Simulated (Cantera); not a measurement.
A perfectly stirred reactor is fed with H2 : O2 = 0.37 : 1 (molar parts), equivalence ratio 0.18, at 0.0133 bar; it is held at 1150 K, and followed from long to short residence time.

Computed with Cantera and the H2/O2 subset of GRI-Mech 3.0, which has no nitrogen chemistry. Radical loss at walls, strong at low pressure, is not modelled. The temperature is held fixed by assumption; the heat of reaction is taken as removed at once.

x: mole fraction; the columns are a selection and need not sum to one.

```csv
τ (s),x H2,x O2,x H2O,x H2O2,x HO2,x H
3.2,0.000480,0.686,0.311,3.99e-7,5.08e-6,0.000189
0.80,___,0.685,0.309,___,___,___
0.20,0.00276,0.680,0.304,6.42e-7,1.08e-5,0.00296
0.051,0.00628,0.671,0.291,6.68e-7,1.26e-5,0.0109
0.013,0.0134,0.650,0.262,5.92e-7,1.28e-5,0.0344
0.0032,0.0266,0.626,0.213,5.01e-7,1.14e-5,0.0744
0.00082,0.0566,0.626,0.164,5.26e-7,9.87e-6,0.0921
0.00021,___,0.666,___,___,___,___
```

Task: Complete the blanks.

Result: 
- 0.80, x H2: 0.00116
- 0.80, x H2O2: 5.35e-7
- 0.80, x HO2: 7.95e-6
- 0.80, x H: 0.000755
- 0.00021, x H2: 0.141
- 0.00021, x H2O: 0.0928
- 0.00021, x H2O2: 4.64e-7
- 0.00021, x HO2: 7.54e-6
- 0.00021, x H: 0.0622
